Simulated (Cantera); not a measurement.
Mixture: CO : H₂ : O₂ : N₂ = 1 : 0.047 : 0.77 : 2.89 (molar parts), equivalence ratio 0.68, at 16500 Torr, adiabatic and at constant volume. Ignition delay is the time to a rise of 400 K.

Detailed kinetics in Cantera: GRI-Mech 3.0 (53 species, 325 reactions). The hydrogen kinetics of GRI-Mech 3.0 are dated; newer H2 mechanisms differ, most at raised pressure. The pressure lies above the range GRI-Mech 3.0 was tuned for (to about 10 atm).

Question: What does this change do: 0.074 parts H2O added?

Answer: 
```
quantity                                                before       after
--------------------------------------------------  ----------  ----------
delay at 1025 K                                        2.36 ms     2.63 ms
delay at 1125 K                                       0.326 ms    0.374 ms
delay at 1225 K                                        63.6 µs     74.7 µs
delay at 1325 K                                        17.3 µs     20.2 µs
apparent activation energy between 1275 and 1375 K  160 kJ/mol  170 kJ/mol
```
